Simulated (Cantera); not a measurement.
## Thermodynamics of abatement and gas-phase synthesis, feed H2S + H2 + O2 + SO2

Input: 1 mol H2S, 0.069 mol H2, 0.54 mol O2, 0.69 mol SO2, held at 10.0 mbar.

Method: chemical equilibrium by Gibbs-energy minimisation in Cantera with the NASA 1993 tables (ideal gas, pure condensed phases). Candidate condensed phases: H2O, H2SO4, S; 19 gas species. Gases not in the tables: S3 to S7. Equilibrium is a limit: real reactors are often held back by kinetics, nucleation or transport.

```json
[
 {"T (°C)": "925", "x H2O": "0.435", "x SO2": "0.324", "x SO": "0.000889", "x H": "2.59e-7", "x S2": "0.199", "x H2": "0.0186", "x S": "2.27e-6", "x O": "<1e-12", "x OH": "4.80e-8", "x H2S": "0.0187", "x O2": "8.17e-12", "x SH": "0.000219"},
 {"T (°C)": "1125", "x H2O": "0.409", "x SO2": "0.330", "x SO": "0.00509", "x H": "1.02e-5", "x S2": "0.193", "x H2": "0.0460", "x S": "5.02e-5", "x O": "3.57e-10", "x OH": "1.78e-6", "x H2S": "0.0125", "x O2": "1.52e-9", "x SH": "0.000989"},
 {"T (°C)": "1325", "x H2O": "0.367", "x SO2": "0.337", "x SO": "0.0186", "x H": "0.000155", "x S2": "0.179", "x H2": "0.0847", "x S": "0.000500", "x O": "3.97e-8", "x OH": "2.61e-5", "x H2S": "0.00833", "x O2": "7.87e-8", "x SH": "0.00287"},
 {"T (°C)": "1525", "x H2O": "0.315", "x SO2": "0.336", "x SO": "0.0494", "x H": "0.00125", "x S2": "0.155", "x H2": "0.127", "x S": "0.00288", "x O": "1.57e-6", "x OH": "0.000205", "x H2S": "0.00543", "x O2": "1.73e-6", "x SH": "0.00608"},
 {"T (°C)": "1725", "x H2O": "0.262", "x SO2": "0.319", "x SO": "0.102", "x H": "0.00647", "x S2": "0.121", "x H2": "0.163", "x S": "0.0109", "x O": "3.01e-5", "x OH": "0.00104", "x H2S": "0.00336", "x O2": "2.09e-5", "x SH": "0.00998"},
 {"T (°C)": "1925", "x H2O": "0.211", "x SO2": "0.286", "x SO": "0.168", "x H": "0.0238", "x S2": "0.0786", "x H2": "0.183", "x S": "0.0290", "x O": "0.000346", "x OH": "0.00381", "x H2S": "0.00186", "x O2": "0.000168", "x SH": "0.0128"},
 {"T (°C)": "2125", "x H2O": "0.164", "x SO2": "0.244", "x SO": "0.225", "x H": "0.0666", "x S2": "0.0381", "x H2": "0.179", "x S": "0.0547", "x O": "0.00280", "x OH": "0.0112", "x H2S": "0.000834", "x O2": "0.00107", "x SH": "0.0123"},
 {"T (°C)": "2325", "x H2O": "0.117", "x SO2": "0.195", "x SO": "0.249", "x H": "0.145", "x S2": "0.0138", "x H2": "0.145", "x S": "0.0765", "x O": "0.0174", "x OH": "0.0269", "x H2S": "0.000288", "x O2": "0.00570", "x SH": "0.00885"},
 {"T (°C)": "2525", "x H2O": "0.0581", "x SO2": "0.121", "x SO": "0.234", "x H": "0.247", "x S2": "0.00560", "x H2": "0.0926", "x S": "0.100", "x O": "0.0731", "x OH": "0.0435", "x H2S": "8.68e-5", "x O2": "0.0184", "x SH": "0.00574"}
]
```
x: gas mole fraction; nothing condenses.

From 925 °C to 2525 °C nothing is condensed.
